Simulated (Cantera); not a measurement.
Input: 1 mol PbO, 0.02 mol O2, a varied amount of H2, equilibrated at 0.105 Torr.

Equilibrium computed with Cantera from the NASA thermochemical tables; the gas is ideal and each condensed phase is pure. Candidate condensed phases: H2O, Pb, PbO, PbO2, Pb3O4; 12 gas species. Mutual solubility and eutectic melting of coexisting phases are not modelled. Kinetics and transport are ignored.

Stable condensed phases, one row left out:

```
T in K \ n(H2) in mol
          0.3 0.84  1.4  1.9  2.5    3  3.6  4.1  4.7  5.2  5.8
   1648     A    A    A    A    A    A    A    A    A    A    A
   1573     A    A    A    A    A    A    A    A    A    A    A
   1498     A    A    A    A    A    A    A    A    A    A    A
   1423     A    A    A    A    A    A    A    A    A    A    A
   1348     A    A    A    A    A    A    A    A    A    A    A
   1273     A    A    A    A    A    A    A    A    A    A    A
   1198     B    A    A    A    A    A    A    A    A    A    A
   1123     B    B    A    A    A    A    A    A    A    A    A
   1048     C    C    D    D    A    A    A    A    A    A    A
    898     C    C    D    D    D    D    D    D    D    D    D
    823     C    C    D    D    D    D    D    D    D    D    D
```

A: gas only; B: PbO; C: Pb + PbO; D: Pb.

Question: Give the row for 973 K.

Answer: 0.3: Pb + PbO; 0.84: Pb + PbO; 1.4: Pb; 1.9: Pb; 2.5: Pb; 3: Pb; 3.6: Pb; 4.1: Pb; 4.7: Pb; 5.2: Pb; 5.8: Pb.
